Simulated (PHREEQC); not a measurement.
Make-up at 25 °C: 0.025 mol KH2PO4 and 0.026 mol HNO3 per kg of water. Closed to the air; pH follows from the charge balance.

Equilibrium calculation in PHREEQC: ion-association model, wateq4f.dat.

Each row changes one thing in this solution. No solid was allowed to form.

```tsv
case	pH	ionic strength (mol/kgw)
as made	1.98	0.0370
KH2PO4 left out	(withheld)	0.0260
HNO3 left out	(withheld)	0.0251
temperature from 25 to 35 °C	2.00	0.0365
KH2PO4 from 0.025 to 0.05 mol/kgw	2.27	0.0564
HNO3 replaced by Ni(NO3)2 at the same molality	4.54	(withheld)
diluted 5-fold with water	2.48	0.00865
HNO3 from 0.026 to 0.013 mol/kgw	2.39	(withheld)
```

Question: Some entries are withheld; supply them.

Answer: 
- KH2PO4 left out, pH: 1.64
- HNO3 left out, pH: 4.62
- HNO3 replaced by Ni(NO3)2 at the same molality, ionic strength (mol/kgw): 0.103
- HNO3 from 0.026 to 0.013 mol/kgw, ionic strength (mol/kgw): 0.0296

Species that the database lacks are ignored. Some of these states are supersaturated (in Ni3(PO4)2, for instance). H3PO4, which wateq4f.dat lacks, is added to it with the constant of phreeqc.dat. The database has no phosphate complexes of Ni.
